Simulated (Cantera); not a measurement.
An isothermal, constant-pressure homogeneous reactor starts with CH4 : N2 = 1 : 190 (molar parts), at 1675 K and 0.00260 bar.

Detailed kinetics in Cantera: GRI-Mech 3.0 (53 species, 325 reactions). GRI-Mech 3.0 stops at C3 and has no aromatics, soot or wall deposition, so with more carbon than oxygen in the feed, carbon stays in small species such as C2H2 where larger ones or solid carbon would form. Radical loss at walls, strong at low pressure, is not modelled.

x: mole fraction; the columns are a selection and need not sum to one.

```tsv
t (s)	x CH4	x HCN	x H2	x C2H6	x CH3	x CH2
1.00e-5	0.00524	<1e-12	2.09e-12	<1e-12	1.00e-9	<1e-12
2.89e-5	0.00524	<1e-12	1.74e-11	<1e-12	2.91e-9	<1e-12
8.38e-5	0.00524	<1e-12	1.46e-10	<1e-12	8.53e-9	<1e-12
0.000242	0.00524	<1e-12	1.18e-9	<1e-12	2.54e-8	<1e-12
0.000702	0.00524	<1e-12	?	<1e-12	?	<1e-12
0.00203	0.00524	<1e-12	6.60e-8	<1e-12	2.69e-7	1.13e-12
0.00588	0.00523	<1e-12	3.68e-7	<1e-12	9.56e-7	1.91e-11
0.0170	0.00523	<1e-12	1.46e-6	1.38e-11	3.16e-6	1.92e-10
0.0492	0.00523	1.33e-12	?	2.03e-10	?	?
0.143	0.00521	2.19e-11	1.48e-5	2.10e-9	2.81e-5	8.16e-9
0.412	0.00513	4.92e-10	6.28e-5	1.82e-8	8.03e-5	5.10e-8
1.19	0.00461	3.05e-8	0.000631	1.08e-7	0.000194	2.56e-7
3.46	0.00235	1.09e-6	0.00404	7.77e-8	0.000163	4.01e-7
10.0	0.000637	6.00e-6	0.00678	9.94e-9	5.85e-5	2.34e-7
```

Q: Fill in the missing entries.

A: 
- 0.000702, x H2: 9.31e-9
- 0.000702, x CH3: 7.95e-8
- 0.0492, x H2: 4.71e-6
- 0.0492, x CH3: 9.60e-6
- 0.0492, x CH2: 1.30e-9
